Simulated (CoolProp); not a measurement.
A single-stage vapour-compression cycle with the fluid: evaporating at 247.15 K (dew point), condensing at 303.15 K (bubble point), superheat 5 K, subcooling 8 K, compressor efficiency 0.85, no pressure losses. The same conditions are run with several fluids, on thermodynamics alone (safety and materials aside).

Values from CoolProp's reference Helmholtz-energy equation of state of each fluid (fluoroethane (R161): Wu 2012; hydrogen chloride: Thol 2018; R142b: Lemmon 2006; R404A: Lemmon 2003; R152A: Outcalt 1996; R407C: Lemmon 2003). Blends and air are pseudo-pure fits.

Question: Rank fluoroethane (R161), hydrogen chloride, R142b, R404A, R152A, R407C by cooling COP, highest first.

Answer: R142b (3.20), R152A (3.16), fluoroethane (R161) (3.11), R404A (2.85), R407C (2.67), hydrogen chloride (2.63)

```tsv
fluid	pressure ratio	discharge temperature (K)	refrigerating effect (kJ/kg)	volumetric capacity (kJ/m³)
fluoroethane (R161)	6.31	345.9	316	1270
hydrogen chloride	4.31	396.4	274	6820
R142b	8.12	326.5	176	419
R404A	6.00	321.2	124	1490
R152A	7.44	341.2	255	774
R407C	8.19	343.7	168	1210
```
